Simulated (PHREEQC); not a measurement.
Consider water at 25 °C with 1.2 mol/kgw NaOH, 0.012 mol/kgw H3BO3 and 3.3 mol/kgw KBr. It is in equilibrium with CO2 at log p = -3.5 (atm). Otherwise closed; pH follows from the charge balance.

All values are PHREEQC results (Pitzer model, pitzer.dat), not measurements.

| Property | Value |
|---|---|
| pH | 10.10 |
| ionic strength | 5.02 mol/kgw |
| activity of water | 0.859 |
| density | 1.284 g/cm³ |
| osmotic coefficient | 0.992 |
| total alkalinity | 1200 meq/kg |

```tsv
species	molality	activity	log γ
Br-	3.30	2.15	-0.185
K+	3.30	1.97	-0.223
Na+	1.20	0.846	-0.152
CO3-2	0.523	0.0307	-1.231
HCO3-	0.144	0.0532	-0.432
B(OH)4-	0.00995	0.00401	-0.395
B(OH)3	0.00204	0.000641	-0.502
OH-	0.000160	0.000110	-0.165
CO2	6.27e-6	1.08e-5	0.235
B3O3(OH)4-	1.52e-6	1.33e-7	-1.056
B4O5(OH)4-2	8.72e-7	3.11e-9	-2.447
```

No solid was allowed to form. In brines, pH and single-ion activities rest on the MacInnes convention.
